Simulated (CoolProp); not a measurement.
Vapour-liquid equilibrium of n-hexane (1) + ethylbenzene (2) at 0.223 MPa; x and y are mole fractions of (1).

Model: multi-fluid Helmholtz-energy mixture model, Thol 2019 and Zhou 2012; pair parameters Bell 2016, in CoolProp.

```json
[
 {"x": "0.05", "bubble temperature, mixture model (K)": "432.1", "bubble temperature, Raoult's law (K)": "433.6", "y, mixture model": "0.220", "y, Raoult's law": "0.206"},
 {"x": "0.2", "bubble temperature, mixture model (K)": "411.7", "bubble temperature, Raoult's law (K)": "415.1", "y, mixture model": "0.587", "y, Raoult's law": "0.576"},
 {"x": "0.35", "bubble temperature, mixture model (K)": "398.6", "bubble temperature, Raoult's law (K)": "401.7", "y, mixture model": "0.755", "y, Raoult's law": "0.760"},
 {"x": "0.5", "bubble temperature, mixture model (K)": "389.3", "bubble temperature, Raoult's law (K)": "391.5", "y, mixture model": "0.848", "y, Raoult's law": "0.863"},
 {"x": "0.65", "bubble temperature, mixture model (K)": "382.2", "bubble temperature, Raoult's law (K)": "383.3", "y, mixture model": "0.908", "y, Raoult's law": "0.925"},
 {"x": "0.8", "bubble temperature, mixture model (K)": "376.2", "bubble temperature, Raoult's law (K)": "376.6", "y, mixture model": "0.953", "y, Raoult's law": "0.966"},
 {"x": "0.95", "bubble temperature, mixture model (K)": "371.0", "bubble temperature, Raoult's law (K)": "371.0", "y, mixture model": "0.989", "y, Raoult's law": "0.993"}
]
```

The largest gap from Raoult's law is -3.4 K in bubble temperature, at x = 0.2. No azeotrope shows between x = 0.05 and 0.95.

The pair parameters rest on a limited set of measurements; away from them the model extrapolates.
